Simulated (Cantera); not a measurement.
A Cantera script and what it prints.

```python
import numpy as np
import cantera as ct

gas_names = [...]  # 136 gases of nasa_gas.yaml made of C, H, N, O
cond_names = """
    C(gr) C6H6(L) C7H8(L) C8H18(L),n-octa H2O(s) H2O(L)
""".split()


# ... load() reads the species with a 1 bar reference pressure and builds the phases ...
atoms = {
    'C2H5OH': {'C': 2, 'H': 6, 'O': 1},
    'H2': {'H': 2},
    'N2': {'N': 2},
}
top_T = {'C(gr)': 4500}  # K; cautious upper limits of use, not melting points


# ... equilibrate(T, P, feed) seeds the gas with the atoms and calls Mixture.equilibrate('TP', solver="vcs", rtol=1e-11, max_steps=5000) ...
results = []
feed = {'C2H5OH': 1, 'H2': 1.8, 'N2': 1.6}  # mol
T = 1850  # K
P = 26  # Pa
mix = equilibrate(T, P, feed)
results.append((T, P, feed, dict(zip(mix.species_names, mix.species_moles))))
print(gas.report(threshold=1e-05))
for i in range(1, mix.n_phases):
    print(f"{mix.phase(i).name:16s} {mix.phase_moles(i):12.5e} mol")
```

Result:

```
       temperature   1850 K
          pressure   26 Pa
           density   1.8664e-05 kg/m^3
  mean mol. weight   11.042 kg/kmol
   phase of matter   gas

                          1 kg             1 kmol
                     ---------------   ---------------
          enthalpy        3.6305e+06        4.0088e+07  J
   internal energy        2.2375e+06        2.4706e+07  J
           entropy             25814        2.8504e+05  J/K
    Gibbs function       -4.4126e+07       -4.8724e+08  J
 heat capacity c_p            3093.3             34156  J/K
 heat capacity c_v            2340.3             25841  J/K

                      mass frac. Y      mole frac. X     chem. pot. / RT
                     ---------------   ---------------   ---------------
                CO           0.33827           0.13335           -44.895
    C2H2,acetylene        0.00038562        0.00016353           -33.162
                 H         0.0024116          0.026417            -13.98
               HCN         0.0069328         0.0028325           -34.825
               HNC        0.00029346         0.0001199           -34.825
                H2           0.11415           0.62523           -27.959
                N2           0.53755           0.21188           -36.487
     [ +129 minor]          5.43e-06         2.263e-06

C(gr)             9.75388e-01 mol
```

Cantera equilibrium calculation (NASA polynomials, part measured and part estimated; ideal gas, pure solids and liquids).
